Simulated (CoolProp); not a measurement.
Carbonyl sulfide along the isobar 66 bar: Z from the reference equation and from simpler models built on Tc = 105.6 °C, pc = 63.69 bar, ω = 0.098; each cubic takes its own stable root.

Model: reference Helmholtz-energy equation of state, Lemmon 2006, in CoolProp. It is a short technical equation, of lower accuracy than the large ones.

```csv
T (°C),phase,reference,Soave-Redlich-Kwong,Peng-Robinson
40.55,liquid,0.1572,0.1700,[?]
62.45,liquid,0.1589,0.1754,0.1554
84.35,liquid,0.1670,0.1910,0.1702
106.15,supercritical,0.2164,0.2699,0.2465
128.05,supercritical,0.6069,0.6173,0.5879
149.95,supercritical,0.7022,0.7103,0.6816
171.85,supercritical,0.7626,0.7702,[?]
193.75,supercritical,0.8060,0.8137,0.7872
215.55,supercritical,0.8388,0.8469,0.8215
237.45,supercritical,0.8649,[?],0.8490
259.35,supercritical,0.8859,0.8947,0.8715
281.25,supercritical,0.9031,0.9123,0.8901
303.05,supercritical,0.9175,0.9269,0.9057
324.95,supercritical,0.9296,0.9393,0.9189
346.85,supercritical,0.9399,0.9497,0.9302
```

Task: What belongs in the gaps?

Result: 
- 40.55, Peng-Robinson: 0.1504
- 171.85, Peng-Robinson: 0.7425
- 237.45, Soave-Redlich-Kwong: 0.8733
